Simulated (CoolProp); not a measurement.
Vapour-liquid equilibrium of toluene (1) + n-nonane (2) at 3.86 kPa; x and y are mole fractions of (1).

Values from CoolProp's multi-fluid Helmholtz-energy mixture model, Lemmon 2006 and Lemmon 2006; pair parameters Bell 2016.

```csv
x,"bubble temperature, mixture model (°C)","bubble temperature, Raoult's law (°C)","y, mixture model","y, Raoult's law"
0.05,54.0,55.8,0.268,0.203
0.15,46.1,49.8,0.561,0.473
0.25,40.8,45.0,0.707,0.640
0.35,37.0,41.0,0.789,0.749
0.45,34.2,37.6,0.842,0.824
0.55,32.1,34.7,0.879,0.878
0.65,30.3,32.2,0.909,0.918
0.75,28.8,30.0,0.935,0.949
0.85,27.4,28.0,0.960,0.973
0.95,26.0,26.1,0.986,0.992
```

The largest gap from Raoult's law is -4.2 K in bubble temperature, at x = 0.25. No azeotrope shows between x = 0.05 and 0.95.

The pair parameters rest on a limited set of measurements; away from them the model extrapolates.
